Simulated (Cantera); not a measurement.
A perfectly stirred reactor is fed with C₂H₆ : H₂ = 1 : 55 (molar parts), at 0.0790 atm; it is held at 1398 K, and followed from long to short residence time.

Computed with Cantera and GRI-Mech 3.0 (53 species, 325 reactions). GRI-Mech 3.0 stops at C3 and has no aromatics, soot or wall deposition, so with more carbon than oxygen in the feed, carbon stays in small species such as C2H2 where larger ones or solid carbon would form.

x: mole fraction; the columns are a selection and need not sum to one.

```json
[
 {"τ (s)": "5.8", "x C₂H₆": "1.45e-5", "x H₂": "0.978", "x C₂H": "5.36e-10", "x CH₂": "3.28e-10", "x CH₄": "0.00974"},
 {"τ (s)": "1.1", "x C₂H₆": "4.59e-5", "x H₂": "0.978", "x C₂H": "8.91e-10", "x CH₂": "8.48e-10", "x CH₄": "0.00903"},
 {"τ (s)": "0.20", "x C₂H₆": "0.000161", "x H₂": "0.978", "x C₂H": "1.22e-9", "x CH₂": "(withheld)", "x CH₄": "0.00978"},
 {"τ (s)": "0.037", "x C₂H₆": "0.000589", "x H₂": "0.977", "x C₂H": "1.19e-9", "x CH₂": "(withheld)", "x CH₄": "0.0110"},
 {"τ (s)": "0.0069", "x C₂H₆": "0.00214", "x H₂": "0.976", "x C₂H": "6.51e-10", "x CH₂": "(withheld)", "x CH₄": "0.0113"},
 {"τ (s)": "0.0013", "x C₂H₆": "0.00730", "x H₂": "0.978", "x C₂H": "1.18e-10", "x CH₂": "(withheld)", "x CH₄": "0.00756"},
 {"τ (s)": "0.00024", "x C₂H₆": "0.0157", "x H₂": "0.982", "x C₂H": "1.29e-12", "x CH₂": "(withheld)", "x CH₄": "0.00101"}
]
```

Complete the blanks.


- 0.20, x CH₂: 2.31e-9
- 0.037, x CH₂: 5.83e-9
- 0.0069, x CH₂: 1.43e-8
- 0.0013, x CH₂: 2.51e-8
- 0.00024, x CH₂: 6.80e-9
